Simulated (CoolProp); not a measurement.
Vapour-liquid equilibrium of R1234yf (1) + R134a (2) at -44.65 °C; x and y are mole fractions of (1).

Values from CoolProp's multi-fluid Helmholtz-energy mixture model, Lemmon 2022 and Tillner-Roth 1994; pair parameters Bell 2022.

Q: Give the bubble pressure and the first vapour's composition at x = 0.2, 0.5, 0.65. Is there an azeotrope?

A: x = 0.2: 0.04441 MPa, y = 0.270; x = 0.5: 0.04826 MPa, y = 0.551; x = 0.65: 0.04925 MPa, y = 0.675. y crosses x between x = 0.8 and 0.95: the model has an azeotrope there.

Pair parameters are fitted to limited data, so mixtures are less certain than the pure fluids.
